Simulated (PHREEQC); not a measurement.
HCl is added in steps, without added water, to 1 kg of water holding 16 mmol/kgw CdCl2, 27 mmol/kgw Na2SO4 and 0.29 mmol/kgw H2SO4, at 25 °C. Oxygen alone is held at its pressure in air (log pO2 = -0.68). The system is closed to CO2. The run lets Cd(OH)2, CdOHCl, Halite, Mirabilite precipitate or redissolve, and no other solid.

Base run: PHREEQC, ion-association model, wateq4f.dat. Each further column changes one thing. The table gives HSO4- (mol/kgw).

```json
[
 {"HCl added (mol)": "0", "base": "0.000248", "metal-ligand complexes left out": "0.000285", "database phreeqc.dat": "0.000248", "Davies equation for every ion": "0.000240", "Debye-Hückel limiting law": "0.000186"},
 {"HCl added (mol)": "0.005156", "base": "0.00235", "metal-ligand complexes left out": "0.00268", "database phreeqc.dat": "0.00235", "Davies equation for every ion": "0.00228", "Debye-Hückel limiting law": "0.00176"},
 {"HCl added (mol)": "0.008594", "base": "0.00366", "metal-ligand complexes left out": "0.00414", "database phreeqc.dat": "0.00365", "Davies equation for every ion": "0.00354", "Debye-Hückel limiting law": "0.00272"},
 {"HCl added (mol)": "0.01375", "base": "0.00547", "metal-ligand complexes left out": "0.00614", "database phreeqc.dat": "0.00545", "Davies equation for every ion": "0.00529", "Debye-Hückel limiting law": "0.00406"},
 {"HCl added (mol)": "0.01891", "base": "0.00710", "metal-ligand complexes left out": "(withheld)", "database phreeqc.dat": "0.00708", "Davies equation for every ion": "0.00688", "Debye-Hückel limiting law": "0.00528"},
 {"HCl added (mol)": "0.02234", "base": "0.00811", "metal-ligand complexes left out": "0.00899", "database phreeqc.dat": "0.00808", "Davies equation for every ion": "0.00786", "Debye-Hückel limiting law": "0.00602"},
 {"HCl added (mol)": "0.0275", "base": "0.00948", "metal-ligand complexes left out": "0.0104", "database phreeqc.dat": "0.00945", "Davies equation for every ion": "0.00920", "Debye-Hückel limiting law": "0.00704"},
 {"HCl added (mol)": "0.03266", "base": "0.0107", "metal-ligand complexes left out": "(withheld)", "database phreeqc.dat": "0.0107", "Davies equation for every ion": "0.0104", "Debye-Hückel limiting law": "0.00796"},
 {"HCl added (mol)": "0.03609", "base": "0.0115", "metal-ligand complexes left out": "0.0125", "database phreeqc.dat": "0.0114", "Davies equation for every ion": "0.0112", "Debye-Hückel limiting law": "0.00852"},
 {"HCl added (mol)": "0.04125", "base": "0.0125", "metal-ligand complexes left out": "0.0135", "database phreeqc.dat": "0.0125", "Davies equation for every ion": "0.0122", "Debye-Hückel limiting law": "0.00929"},
 {"HCl added (mol)": "0.04641", "base": "0.0134", "metal-ligand complexes left out": "0.0144", "database phreeqc.dat": "0.0134", "Davies equation for every ion": "0.0131", "Debye-Hückel limiting law": "0.00998"},
 {"HCl added (mol)": "0.04984", "base": "0.0140", "metal-ligand complexes left out": "(withheld)", "database phreeqc.dat": "0.0139", "Davies equation for every ion": "0.0137", "Debye-Hückel limiting law": "0.0104"},
 {"HCl added (mol)": "0.055", "base": "0.0148", "metal-ligand complexes left out": "0.0157", "database phreeqc.dat": "0.0147", "Davies equation for every ion": "0.0144", "Debye-Hückel limiting law": "0.0110"}
]
```

Fill in the missing entries.


- 0.01891, metal-ligand complexes left out: 0.00792
- 0.03266, metal-ligand complexes left out: 0.0117
- 0.04984, metal-ligand complexes left out: 0.0149

 phreeqc.dat and wateq4f.dat share most of their constants, so their agreement is no independent check. Solids allowed in the column 'database phreeqc.dat': Halite, Cd(OH)2.
